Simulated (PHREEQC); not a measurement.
1 kg of water holding 0.0036 mol Na2CO3, 0.28 mol Na2SO4, 0.49 mol NaCl and 0.51 mol KCl is evaporated at 60 °C; the solids stay in contact with the brine. No CO2 enters from the air. Only these solids could form: Arcanite, Burkeite, Glaserite, Halite, Kalicinite, Mirabilite, Misenite, Nahcolite, Natron, Sylvite, Thenardite, Trona.

The series has 28 steps of water left (kg), from 1 to 0.005028.

Computed with PHREEQC (Pitzer model, pitzer.dat).

### Question
Which solids form, in which order, and at which step of the series does each first stand?

### Answer
Glaserite from water left = 0.2534 kg (pH 10.05); Halite from water left = 0.1407 kg (pH 10.15); Thenardite from water left = 0.1407 kg (pH 10.15), last present at water left = 0.1156 kg; Sylvite from water left = 0.02931 kg (pH 10.58).

Away from 25 °C the constants follow the database's enthalpies or fits; those with neither stay at their 25 °C values.
